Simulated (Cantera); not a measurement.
An isothermal, constant-pressure homogeneous reactor starts with H2 : O2 : N2 = 1.6 : 1 : 9.1 (molar parts), equivalence ratio 0.80, at 1275 K and 0.450 bar. Integrator tolerance rtol = 1e-08.

Cantera simulation using GRI-Mech 3.0 (53 species, 325 reactions); the numbers are that mechanism's predictions, not measurements. The temperature is held fixed by assumption; the heat of reaction is taken as removed at once.

### Question
What does this change do: temperature 1275 to 800 K?

### Answer
| quantity | before | after |
|---|---|---|
| x(H2) at 90.0 s | 8.98e-8 (gas-phase equilibrium 8.99e-8) | 0.119 (gas-phase equilibrium <1e-12) |
| x(O2) at 90.0 s | 0.0183 (gas-phase equilibrium 0.0183) | 0.0763 (gas-phase equilibrium 0.0183) |
| x(H2O2) at 90.0 s | 6.02e-10 (gas-phase equilibrium 6.01e-10) | 0.000384 (gas-phase equilibrium 1.55e-12) |
| x(NO) at 90.0 s | 1.45e-5 (gas-phase equilibrium 0.000102) | <1e-12 (gas-phase equilibrium 6.13e-7) |
| x(H2O) at 90.0 s | 0.147 (gas-phase equilibrium 0.147) | 0.0192 (gas-phase equilibrium 0.147) |
| x(O) at 90.0 s | 2.27e-8 (gas-phase equilibrium 2.27e-8) | 6.72e-10 (gas-phase equilibrium <1e-12) |
Below about 950 K walls govern HO2 and H2O2 in real vessels.

### Question
What does this change do: temperature 1275 to 850 K?

### Answer
| quantity | before | after |
|---|---|---|
| x(H2) at 90.0 s | 8.98e-8 (gas-phase equilibrium 8.99e-8) | 0.0151 (gas-phase equilibrium <1e-12) |
| x(O2) at 90.0 s | 0.0183 (gas-phase equilibrium 0.0183) | 0.0257 (gas-phase equilibrium 0.0183) |
| x(H2O2) at 90.0 s | 6.02e-10 (gas-phase equilibrium 6.01e-10) | 7.33e-5 (gas-phase equilibrium 3.95e-12) |
| x(NO) at 90.0 s | 1.45e-5 (gas-phase equilibrium 0.000102) | <1e-12 (gas-phase equilibrium 1.38e-6) |
| x(H2O) at 90.0 s | 0.147 (gas-phase equilibrium 0.147) | 0.130 (gas-phase equilibrium 0.147) |
| x(O) at 90.0 s | 2.27e-8 (gas-phase equilibrium 2.27e-8) | 5.23e-9 (gas-phase equilibrium <1e-12) |
Below about 950 K walls govern HO2 and H2O2 in real vessels.
